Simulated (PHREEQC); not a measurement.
Make-up at 25 °C: 0.13 mol/kgw HF, 0.00023 mol/kgw (CH3)4NF and 5.3e-05 mol/kgw H2SiF6. Closed to the air; pH follows from the charge balance.

Computed with PHREEQC (ion-association model, phreeqc.dat).

Precipitation was switched off in this run.

### Question
Order these F species by the share of F that they hold, largest first: SiF6-2, HF, HF2-, F-.

### Answer
HF (88 %), F- (6.2 %), HF2- (5.5 %), SiF6-2 (0.24 %)

The pH is 1.98 and the ionic strength 0.0119 mol/kgw. (CH3)4N+ isn't in the database: it is added as a free cation with an ion size of 4 Å. SiF6-2 is the database's only silicon fluoride.
